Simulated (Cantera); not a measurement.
An isothermal, constant-pressure homogeneous reactor starts with H2 : O2 : N2 = 1.4 : 1 : 0.77 (molar parts), equivalence ratio 0.70, at 1023 K and 0.440 bar.

Model: the H2/O2 subset of GRI-Mech 3.0, which has no nitrogen chemistry, integrated in Cantera. The temperature is held fixed by assumption; the heat of reaction is taken as removed at once.

One state of this run: x H2 = 0.0448; x O2 = 0.141; x HO2 = 0.000168; x O = 7.31e-6; x OH = 8.04e-6; x H = 1.24e-5. x: mole fraction; the columns are a selection and need not sum to one.

Task: Which value of t (s) does it belong to?
A. 0.000719
B. 2.50
C. 0.779
D. 0.243

Result: A, 0.000719
